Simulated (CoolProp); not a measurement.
Properties of R365MFC along the isobar 0.217 MPa (Tc = 460.0 K, pc = 3.266 MPa, ω = 0.377).

Computed with CoolProp (reference Helmholtz-energy equation of state, Lemmon 2016).

| T (K) | phase | cp (kJ/(kg K)) | cv (kJ/(kg K)) | speed of sound (m/s) | fugacity coefficient |
|---|---|---|---|---|---|
| 406.4 | gas | 1.198 | 1.131 | 149.6 | 0.9641 |
| 419.7 | gas | 1.215 | 1.149 | 152.5 | 0.9677 |
| 433.1 | gas | 1.233 | 1.168 | 155.3 | 0.9708 |
| 446.5 | gas | 1.251 | 1.188 | 158.1 | 0.9735 |
| 459.9 | gas | 1.270 | 1.207 | 160.7 | 0.9759 |
| 473.2 | gas | 1.289 | 1.227 | 163.3 | 0.9780 |
| 486.6 | gas | 1.308 | 1.246 | 165.9 | 0.9799 |
| 500 | gas | 1.327 | 1.266 | 168.4 | 0.9816 |
